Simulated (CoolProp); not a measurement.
Saturation properties of 1,2-dichloroethane (Tc = 288.4 °C, pc = 52.26 bar, ω = 0.269).

The numbers come from the reference Helmholtz-energy equation of state, Thol 2015 in CoolProp.

| T (°C) | p (bar) | enthalpy of vaporisation (kJ/kg) | liquid cp (kJ/(kg K)) | vapour Z |
|---|---|---|---|---|
| -7.75 | 0.01751 | 370.4 | 1.285 | 0.9987 |
| 16.35 | 0.06856 | 358.8 | 1.297 | 0.9962 |
| 40.45 | … | 346.9 | 1.315 | 0.9909 |
| 64.55 | 0.5377 | 334.6 | 1.341 | 0.9815 |
| 88.65 | 1.188 | 321.4 | 1.372 | 0.9666 |
| 112.75 | 2.341 | 307.1 | 1.408 | 0.9452 |
| 136.85 | 4.216 | … | … | 0.9164 |
| 160.85 | 7.047 | 273.8 | … | 0.8793 |
| 184.95 | 11.13 | 253.7 | 1.556 | … |
| 209.05 | 16.78 | 230.3 | 1.640 | 0.7745 |

Problem. What belongs in the gaps?

Solution. 
- 40.45, p (bar): 0.2107
- 136.85, enthalpy of vaporisation (kJ/kg): 291.3
- 136.85, liquid cp (kJ/(kg K)): 1.449
- 160.85, liquid cp (kJ/(kg K)): 1.496
- 184.95, vapour Z: 0.8326

It boils at 83.5 °C under 1 atm.
